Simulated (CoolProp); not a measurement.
Benzene at 293.15 K and 0.00676 MPa flows at 6.9 m/s in a round tube of 1 mm bore and 15 µm roughness, fully developed (64/Re and Nu = 3.66 if laminar; Colebrook and Gnielinski if turbulent). Each further row changes one setting.

The numbers come from the reference Helmholtz-energy equation of state, Thol 2012 in CoolProp.

```
case               Reynolds number  Darcy friction factor  pressure drop (Pa/m)  heat-transfer coefficient (W/(m² K))  mass flow (kg/h)
-----------------  ---------------  ---------------------  --------------------  ------------------------------------  ----------------
as stated                      202                  0.317                  1640                                  37.2           0.00424
velocity 13.8 m/s              403                  0.159                  3290                                  37.2           0.00849
diameter 2 mm                  403                  0.159                   411                                  18.6            0.0170
```

Viscosity comes from a separate model (Avgeri 2014). Thermal conductivity comes from a separate model (Assael 2012).
